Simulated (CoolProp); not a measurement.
Octamethyltrisiloxane (MDM) along the isotherm 575 K: Z from the reference equation and from simpler models built on Tc = 565.4 K, pc = 1438 kPa, ω = 0.528; each cubic takes its own stable root.

Values from CoolProp's reference Helmholtz-energy equation of state, Thol 2017.

```tsv
p (kPa)	phase	reference	Redlich-Kwong	Soave-Redlich-Kwong
45.5	gas	0.9901	0.9897	0.9898
103	gas	0.9773	0.9764	0.9768
235	gas	0.9468	0.9451	0.9461
536	gas	0.8707	0.8682	0.8708
1220	gas	0.6354	0.6383	0.6499
2780	supercritical	0.3074	0.3499	0.3573
6320	supercritical	0.5958	0.6389	0.6440
14400	supercritical	1.207	1.241	1.246
```
